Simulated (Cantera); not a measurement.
A closed system holds: 1 mol Si, 1.7 mol HCl, 7.9 mol H2, equilibrated at 56000 Pa.

Method: chemical equilibrium by Gibbs-energy minimisation in Cantera with the NASA 1993 tables (ideal gas, pure condensed phases). Candidate condensed phases: Si; 19 gas species. Rates play no part. All values below are at 327 °C.

Base state: H2 0.947, SiCl4 0.0288, SiHCl3 0.0231, SiH2Cl2 0.000926, HCl 3.25e-5 (mole fractions); condensed: Si(s).

Question: What changes in the equilibrium state with this change: pressure from 56000 Pa to 730000 Pa?

Answer: 
```json
[
 {"species": "H2", "before": "0.947", "after": "0.943"},
 {"species": "SiHCl3", "before": "0.0231", "after": "0.0335"},
 {"species": "SiCl4", "before": "0.0288", "after": "0.0202"},
 {"species": "SiH3Cl", "before": "7.25e-6", "after": "4.53e-5"},
 {"species": "SiH2Cl2", "before": "0.000926", "after": "0.00279"},
 {"species": "HCl", "before": "3.25e-5", "after": "1.56e-5"},
 {"species": "Si(s), mol", "before": "0.518", "after": "0.486"}
]
```
